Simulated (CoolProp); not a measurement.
Tetradecamethylhexasiloxane (MD4M) along the isobar 0.478 MPa: density (kg/m³) from the reference equation and from simpler models built on Tc = 653.2 K, pc = 0.8286 MPa, ω = 0.800; each cubic takes its own stable root.

Model: reference Helmholtz-energy equation of state, Thol 2019, in CoolProp.

| T (K) | phase | reference |
|---|---|---|
| 433.5 | liquid | 754.2 |
| 451.6 | liquid | 735.3 |
| 469.6 | liquid | 715.9 |
| 487.6 | liquid | 695.9 |
| 505.7 | liquid | 674.9 |
| 523.7 | liquid | 653.0 |
| 541.7 | liquid | 629.7 |
| 559.8 | liquid | 604.4 |

Question: How far does each simpler model (van der Waals, Redlich-Kwong, Soave-Redlich-Kwong, Peng-Robinson) lie from the reference over these 8 states: mean and median of the absolute difference, and the worst?

Answer: 
- van der Waals: mean 44.1 %, median 44.1 %, worst -44.6 % at 433.5 K and 0.478 MPa
- Redlich-Kwong: mean 20.4 %, median 20.1 %, worst -22.3 % at 559.8 K and 0.478 MPa
- Soave-Redlich-Kwong: mean 10.7 %, median 10.6 %, worst -11.3 % at 433.5 K and 0.478 MPa
- Peng-Robinson: mean 0.8 %, median 0.9 %, worst +1.3 % at 505.7 K and 0.478 MPa
